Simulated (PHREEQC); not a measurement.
Hard or scaling water

Make-up at 20 °C: 0.0019 mol/kgw CaCl2, 0.0001 mol/kgw NaHCO3 and 7e-05 mol/kgw KCl. Closed to the air; pH follows from the charge balance.

Model: ion-association model, phreeqc.dat, run in PHREEQC.

- pH: 8.01
- ionic strength: 0.00587 mol/kgw
- specific conductance: 440 µS/cm
- total alkalinity: 0.100 meq/kg

```json
[
 {"species": "Cl-", "molality": "0.00387", "activity": "0.00357", "log γ": "-0.035"},
 {"species": "Ca+2", "molality": "0.00190", "activity": "0.00138", "log γ": "-0.137"},
 {"species": "Na+", "molality": "1.00e-4", "activity": "9.23e-5", "log γ": "-0.035"},
 {"species": "HCO3-", "molality": "9.51e-5", "activity": "8.79e-5", "log γ": "-0.034"},
 {"species": "K+", "molality": "7.00e-5", "activity": "6.45e-5", "log γ": "-0.036"},
 {"species": "CO2", "molality": "2.08e-6", "activity": "2.08e-6", "log γ": "0.001"},
 {"species": "CaHCO3+", "molality": "1.54e-6", "activity": "1.43e-6", "log γ": "-0.034"},
 {"species": "CaCO3", "molality": "7.97e-7", "activity": "7.99e-7", "log γ": "0.001"},
 {"species": "OH-", "molality": "7.55e-7", "activity": "6.95e-7", "log γ": "-0.036"},
 {"species": "CO3-2", "molality": "5.15e-7", "activity": "3.76e-7", "log γ": "-0.136"},
 {"species": "CaOH+", "molality": "2.53e-8", "activity": "2.34e-8", "log γ": "-0.035"},
 {"species": "H+", "molality": "1.06e-8", "activity": "9.85e-9", "log γ": "-0.032"},
 {"species": "NaHCO3", "molality": "4.69e-9", "activity": "4.70e-9", "log γ": "0.001"}
]
```

No solid was allowed to form.
